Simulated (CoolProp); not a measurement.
Properties of carbon dioxide at several states (Tc = 304.1 K, pc = 7377 kPa, ω = 0.224).

Computed with CoolProp (reference Helmholtz-energy equation of state, Span 1996).

| T (K) | p (kPa) | phase | cp (kJ/(kg K)) | Prandtl number |
|---|---|---|---|---|
| 662.8 | 10.9 | gas | 1.109 | 0.729 |
| 959.4 | 308 | gas | 1.223 | 0.719 |
| 306.6 | 23.4 | gas | 0.8541 | 0.758 |
| 721.3 | 1510 | gas | 1.143 | 0.728 |

Viscosity comes from a separate model (Laesecke 2017). Thermal conductivity comes from a separate model (Huber 2016).
